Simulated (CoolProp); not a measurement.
Saturation properties of sulfur hexafluoride (Tc = 45.6 °C, pc = 3755 kPa, ω = 0.210).

Values from CoolProp's reference Helmholtz-energy equation of state, Guder 2009.

```json
[
 {"T (°C)": "-31.85", "p (kPa)": "461.1", "enthalpy of vaporisation (kJ/kg)": "102.6", "liquid cp (kJ/(kg K))": "0.8947", "vapour Z": "0.8859", "vapour viscosity (µPa s)": "12.9"},
 {"T (°C)": "-27.75", "p (kPa)": "532.5", "enthalpy of vaporisation (kJ/kg)": "100.6", "liquid cp (kJ/(kg K))": "0.9092", "vapour Z": "0.8737", "vapour viscosity (µPa s)": "13.1"},
 {"T (°C)": "-23.55", "p (kPa)": "613.8", "enthalpy of vaporisation (kJ/kg)": "98.43", "liquid cp (kJ/(kg K))": "0.9248", "vapour Z": "0.8605", "vapour viscosity (µPa s)": "13.4"},
 {"T (°C)": "-19.45", "p (kPa)": "701.7", "enthalpy of vaporisation (kJ/kg)": "96.21", "liquid cp (kJ/(kg K))": "0.9410", "vapour Z": "0.8467", "vapour viscosity (µPa s)": "13.6"},
 {"T (°C)": "-15.35", "p (kPa)": "798.7", "enthalpy of vaporisation (kJ/kg)": "93.88", "liquid cp (kJ/(kg K))": "0.9583", "vapour Z": "0.8320", "vapour viscosity (µPa s)": "13.9"},
 {"T (°C)": "-11.25", "p (kPa)": "905.3", "enthalpy of vaporisation (kJ/kg)": "91.44", "liquid cp (kJ/(kg K))": "0.9770", "vapour Z": "0.8163", "vapour viscosity (µPa s)": "14.1"},
 {"T (°C)": "-7.15", "p (kPa)": "1022", "enthalpy of vaporisation (kJ/kg)": "88.87", "liquid cp (kJ/(kg K))": "0.9974", "vapour Z": "0.7997", "vapour viscosity (µPa s)": "14.4"},
 {"T (°C)": "-2.95", "p (kPa)": "1153", "enthalpy of vaporisation (kJ/kg)": "86.08", "liquid cp (kJ/(kg K))": "1.021", "vapour Z": "0.7815", "vapour viscosity (µPa s)": "14.7"},
 {"T (°C)": "1.15", "p (kPa)": "1292", "enthalpy of vaporisation (kJ/kg)": "83.20", "liquid cp (kJ/(kg K))": "1.046", "vapour Z": "0.7625", "vapour viscosity (µPa s)": "15.0"},
 {"T (°C)": "5.25", "p (kPa)": "1443", "enthalpy of vaporisation (kJ/kg)": "80.13", "liquid cp (kJ/(kg K))": "1.075", "vapour Z": "0.7423", "vapour viscosity (µPa s)": "15.4"},
 {"T (°C)": "9.35", "p (kPa)": "1607", "enthalpy of vaporisation (kJ/kg)": "76.85", "liquid cp (kJ/(kg K))": "1.109", "vapour Z": "0.7207", "vapour viscosity (µPa s)": "15.7"},
 {"T (°C)": "13.55", "p (kPa)": "1789", "enthalpy of vaporisation (kJ/kg)": "73.22", "liquid cp (kJ/(kg K))": "1.150", "vapour Z": "0.6969", "vapour viscosity (µPa s)": "16.2"},
 {"T (°C)": "17.65", "p (kPa)": "1981", "enthalpy of vaporisation (kJ/kg)": "69.39", "liquid cp (kJ/(kg K))": "1.200", "vapour Z": "0.6717", "vapour viscosity (µPa s)": "16.7"}
]
```

Viscosity comes from a separate model (Quiñones-Cisneros 2012).
